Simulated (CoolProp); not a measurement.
Vapour-liquid equilibrium of hydrogen sulfide (1) + n-butane (2) at 232.3 K; x and y are mole fractions of (1).

Computed with CoolProp (multi-fluid Helmholtz-energy mixture model, Lemmon 2006 and Bücker 2006; pair parameters Kunz 2012).

| x | bubble pressure, mixture model (bar) | bubble pressure, Raoult's law (bar) | y, mixture model | y, Raoult's law |
|---|---|---|---|---|
| 0.05 | … | 0.2761 | 0.695 | 0.449 |
| 0.15 | … | 0.5079 | … | 0.732 |
| 0.25 | 1.433 | 0.7396 | … | 0.837 |
| 0.35 | 1.686 | 0.9713 | 0.925 | 0.893 |
| 0.45 | 1.855 | 1.203 | 0.936 | 0.927 |
| 0.55 | 1.975 | 1.435 | 0.943 | 0.950 |
| 0.65 | 2.071 | 1.666 | 0.950 | 0.966 |
| 0.75 | 2.164 | 1.898 | 0.957 | 0.979 |
| 0.85 | 2.268 | 2.130 | 0.968 | 0.989 |
| 0.95 | 2.398 | 2.362 | 0.985 | 0.997 |

### Question
Some entries are withheld; supply them.

### Answer

- 0.05, bubble pressure, mixture model (bar): 0.5086
- 0.15, bubble pressure, mixture model (bar): 1.056
- 0.15, y, mixture model: 0.863
- 0.25, y, mixture model: 0.906

The largest gap from Raoult's law is +107.9 % in bubble pressure, at x = 0.15. No azeotrope shows between x = 0.05 and 0.95.

The pair parameters rest on a limited set of measurements; away from them the model extrapolates. With so large a gap from Raoult's law the liquid may split in two, which this calculation doesn't test in full.
